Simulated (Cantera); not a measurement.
Cu + CO2 + H2 + O2 (metals in furnace atmospheres)

Charge: 1 mol Cu, 1.6 mol CO2, 13 mol H2, 0.03 mol O2, held at 133 Pa.

These are equilibrium values from Cantera (NASA tables, ideal gas, pure condensed phases), not measurements of a reactor. Candidate condensed phases: C, C6H6, C7H8, C8H18, Cu, CuO, Cu(OH)2, Cu2O, H2O; 113 gas species. Equilibrium is a limit: real reactors are often held back by kinetics, nucleation or transport.

```
T (K)   x H2  x H2O    x CO      x Cu    x CO2  n Cu(s)  n Cu(l)
-----  -----  -----  ------  --------  -------  -------  -------
1073   0.790  0.100  0.0963   1.79e-7   0.0133    1.000        0
1173   0.787  0.103  0.0993   4.28e-6   0.0103    1.000        0
1273   0.785  0.105   0.101   6.18e-5  0.00823    0.999        0
1373   0.783  0.107   0.103  0.000593  0.00680        0    0.991
1473   0.779  0.107   0.103   0.00388  0.00576        0    0.943
1573   0.765  0.106   0.102    0.0199  0.00493        0    0.703
1673   0.729  0.102  0.0983    0.0639  0.00416        0        0
1773   0.725  0.102  0.0985    0.0638  0.00374        0        0
```
x: gas mole fraction; n: condensed amount in mol.

From 1073 K to 1273 K the condensed part is Cu(s). From 1373 K to 1573 K the condensed part is Cu(l). From 1673 K to 1773 K nothing is condensed. The main Cu-bearing gas is Cu throughout.
